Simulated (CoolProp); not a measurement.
Aqueous ammonia as a coolant, 19 % by mass, freezing at -33.5 °C, 1 atm.

Values from CoolProp's Melinder's fits for secondary coolants.

```csv
T (°C),viscosity (mPa s),conductivity (W/(m K)),density (kg/m³),Prandtl number
-32.4,9.02,0.392,943.4,?
-28.1,7.09,0.400,942.6,75.9
-23.7,5.66,0.408,941.6,59.3
-19.4,4.63,0.415,940.6,47.5
-15.1,?,0.423,939.4,38.7
-10.7,3.23,0.430,938.1,31.9
-6.4,2.77,?,936.8,26.8
-2,2.38,0.445,935.2,22.7
2.3,2.08,0.453,933.7,19.4
6.6,?,0.460,?,16.8
11,?,0.467,930.2,14.6
15.3,1.44,0.475,928.3,12.7
19.6,1.28,0.482,926.3,11.2
24,1.14,0.490,924.2,9.74
```

Question: What belongs in the gaps?

Answer: 
- -32.4, Prandtl number: 98.7
- -15.1, viscosity (mPa s): 3.85
- -6.4, conductivity (W/(m K)): 0.438
- 6.6, viscosity (mPa s): 1.83
- 6.6, density (kg/m³): 932.0
- 11, viscosity (mPa s): 1.62
